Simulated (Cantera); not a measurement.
An adiabatic, constant-volume homogeneous reactor starts with CH4 : H2 : O2 : N2 : CO2 = 1 : 0.16 : 4.24 : 24.2 : 0.25 (molar parts), equivalence ratio 0.49, at 1225 K and 500000 Pa.

Model: GRI-Mech 3.0 (53 species, 325 reactions), integrated in Cantera.

x: mole fraction; the columns are a selection and need not sum to one.

```csv
t (s),T (K),P (bar),x CH4,x H2,x O2,x C2H4,x H2O2,x NO2
5.00e-6,1225,5.00,0.0335,0.00536,0.142,<1e-12,4.42e-11,<1e-12
1.32e-5,1225,5.00,0.0335,0.00536,0.142,<1e-12,2.92e-10,<1e-12
3.49e-5,1225,5.00,0.0335,0.00536,0.142,<1e-12,[?],<1e-12
9.20e-5,1225,5.00,0.0335,0.00536,0.142,2.58e-11,9.41e-9,<1e-12
0.000243,1225,5.00,0.0335,0.00536,0.142,2.17e-9,5.64e-8,<1e-12
0.000642,1226,5.01,0.0333,0.00532,0.142,1.24e-6,5.82e-7,<1e-12
0.00169,1261,5.15,[?],0.00531,0.139,[?],[?],2.06e-12
0.00447,2182,8.89,<1e-12,9.17e-5,0.0721,<1e-12,1.85e-7,3.82e-7
0.0118,2181,8.88,<1e-12,9.12e-5,0.0718,<1e-12,1.84e-7,1.36e-6
0.0312,2178,8.87,<1e-12,8.99e-5,0.0713,<1e-12,1.82e-7,3.70e-6
0.0823,2172,8.85,<1e-12,8.75e-5,0.0703,<1e-12,1.78e-7,8.28e-6
0.217,2166,8.82,<1e-12,8.48e-5,0.0692,<1e-12,1.73e-7,1.35e-5
0.574,2164,8.81,<1e-12,8.38e-5,0.0688,<1e-12,1.71e-7,1.53e-5
1.51,2164,8.81,<1e-12,8.38e-5,0.0688,<1e-12,1.71e-7,1.54e-5
4.00,2164,8.81,<1e-12,8.38e-5,0.0688,<1e-12,1.71e-7,1.54e-5
```

Q: Complete the blanks.

A: 
- 3.49e-5, x H2O2: 1.77e-9
- 0.00169, x CH4: 0.0299
- 0.00169, x C2H4: 0.000178
- 0.00169, x H2O2: 1.68e-5
